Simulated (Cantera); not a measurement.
A closed system holds: 1 mol SiF4, 0.37 mol C2H4, 260 mol H2, held at 977 °C and 0.240 bar.

Equilibrium computed with Cantera from the NASA thermochemical tables; the gas is ideal and each condensed phase is pure. Candidate condensed phases: C, C6H6, C7H8, C8H18, Si, SiC; 113 gas species. The tables' values for SiF3 are old estimates; treat these amounts as uncertain. Rates play no part.

Q: What is the equilibrium state?

A: 
- x(H2) = 0.993
- x(SiF4) = 0.00341
- x(CH4) = 0.00260
- x(HF) = 0.000749
- x(SiHF3) = 0.000255
- x(SiF3) = 5.39e-5
- x(SiH2F2) = 9.25e-6
- n(C(graphite)) = 0.0330 mol
- n(SiC(s)) = 0.0274 mol
- gas amount = 261.1 mol
- log10 activity of Si(s) (absent) = -2.65
